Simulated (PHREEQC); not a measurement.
A solution holds 0.0062 mol NH4Cl, 0.002 mol KOH and 0.2 mol LiCl per kg of water, at 25 °C. Closed to the air; pH follows from the charge balance.

Computed with PHREEQC (ion-association model, wateq4f.dat).

Each row changes one thing in this solution. No solid was allowed to form.

| case | pH | ionic strength (mol/kgw) |
|---|---|---|
| as made | 9.04 | 0.206 |
| KOH left out | 5.84 | 0.206 |
| 0.009 mol/kgw H2SO4 added | 1.96 | 0.226 |
| LiCl from 0.2 to 2 mol/kgw | 8.91 | 2.01 |
| KOH replaced by K2SiO3 at the same molality | 9.41 | 0.207 |
| NH4Cl left out | 11.15 | 0.202 |
| LiCl left out | 8.96 | 0.00621 |
| 0.0062 mol/kgw Na2SO4 added | 9.05 | 0.222 |

The ionic strength passes 0.7 mol/kgw, the rough limit of the ion-association models, in LiCl from 0.2 to 2 mol/kgw. Complexes and solids missing from the database can't appear. Some of these states are supersaturated (in Quartz (slow to form), Chalcedony (slow to form), for instance).
